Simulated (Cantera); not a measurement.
A closed system holds: 1 mol TEOS, 2.6 mol O₂, 47 mol H₂, at 1548 K.

Cantera equilibrium calculation (NASA polynomials, part measured and part estimated; ideal gas, pure solids and liquids). Candidate condensed phases: C, C₆H₆, C₇H₈, C₈H₁₈, H₂O, Si, SiC, SiO₂; 123 gas species. The feed counts by its element totals alone. Mutual solubility and eutectic melting of coexisting phases are not modelled. The tables hold silica as quartz up to 1696 K and as liquid above; real silica turns to tridymite and cristobalite and melts near 1996 K. The numbers say what is thermodynamically allowed, not how fast it happens.

What share of the Si ends up in condensed phases as a function of P (Pa), at 5, 36, 260, 1900, 14000, 100000?


| P (Pa) | Si condensed (%) | as |
|---|---|---|
| 5 | 0.0 | - |
| 36 | 11.8 | SiO₂(β-quartz) |
| 260 | 18.8 | SiO₂(β-quartz) |
| 1900 | 19.9 | SiO₂(β-quartz) |
| 14000 | 92.6 | SiC(s) + SiO₂(β-quartz) |
| 100000 | 99.7 | SiO₂(β-quartz) |
